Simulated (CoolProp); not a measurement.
Model: reference Helmholtz-energy equation of state, Akasaka 2015, in CoolProp.

### Question
For R245fa, give the phase and the density (kg/m³), cv (kJ/(kg K)), Joule-Thomson coefficient (K/MPa), conductivity (mW/(m K)) at -31.75 °C and 2.61 MPa; -31.75 °C and 5.22 MPa; -31.75 °C and 7.82 MPa.

### Answer
- -31.75 °C and 2.61 MPa: liquid; density 1490, cv 0.841, Joule-Thomson coefficient -0.346, conductivity 111
- -31.75 °C and 5.22 MPa: liquid; density 1490, cv 0.842, Joule-Thomson coefficient -0.350, conductivity 112
- -31.75 °C and 7.82 MPa: liquid; density 1490, cv 0.843, Joule-Thomson coefficient -0.354, conductivity 112

Thermal conductivity comes from a separate model (Huber 2003), an estimate that may be off by 10 % or more.
